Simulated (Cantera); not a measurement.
Reactions in the system Cl-Li-O

Cantera with NASA thermochemical tables; ideal gases at 1 bar, condensed phases pure. Values are per mole of reaction as written; species without (g) are pure solids or liquids, kept so even where they would boil at 1 bar.

3 Li2O + 3 Cl2(g) → 6 LiCl(g) + O3(g)

```json
[
 {"T (K)": "1723", "ΔH° (kJ)": "638.4", "ΔS° (J/K)": "604.0", "ΔG° (kJ)": "-402.2", "log10 K": "12.19", "condensed phases": "Li2O(s)"},
 {"T (K)": "1798", "ΔH° (kJ)": "629.5", "ΔS° (J/K)": "598.9", "ΔG° (kJ)": "-447.3", "log10 K": "13.00", "condensed phases": "Li2O(s)"},
 {"T (K)": "1873", "ΔH° (kJ)": "444.8", "ΔS° (J/K)": "498.7", "ΔG° (kJ)": "-489.2", "log10 K": "13.64", "condensed phases": "Li2O(l)"},
 {"T (K)": "1948", "ΔH° (kJ)": "435.8", "ΔS° (J/K)": "494.0", "ΔG° (kJ)": "-526.4", "log10 K": "14.12", "condensed phases": "Li2O(l)"},
 {"T (K)": "2023", "ΔH° (kJ)": "427.0", "ΔS° (J/K)": "489.5", "ΔG° (kJ)": "-563.3", "log10 K": "14.54", "condensed phases": "Li2O(l)"},
 {"T (K)": "2098", "ΔH° (kJ)": "418.3", "ΔS° (J/K)": "485.3", "ΔG° (kJ)": "-599.9", "log10 K": "14.93", "condensed phases": "Li2O(l)"},
 {"T (K)": "2173", "ΔH° (kJ)": "409.7", "ΔS° (J/K)": "481.3", "ΔG° (kJ)": "-636.1", "log10 K": "15.29", "condensed phases": "Li2O(l)"},
 {"T (K)": "2248", "ΔH° (kJ)": "401.2", "ΔS° (J/K)": "477.4", "ΔG° (kJ)": "-672.1", "log10 K": "15.62", "condensed phases": "Li2O(l)"},
 {"T (K)": "2323", "ΔH° (kJ)": "392.8", "ΔS° (J/K)": "473.8", "ΔG° (kJ)": "-707.7", "log10 K": "15.91", "condensed phases": "Li2O(l)"},
 {"T (K)": "2398", "ΔH° (kJ)": "384.5", "ΔS° (J/K)": "470.3", "ΔG° (kJ)": "-743.1", "log10 K": "16.19", "condensed phases": "Li2O(l)"}
]
```
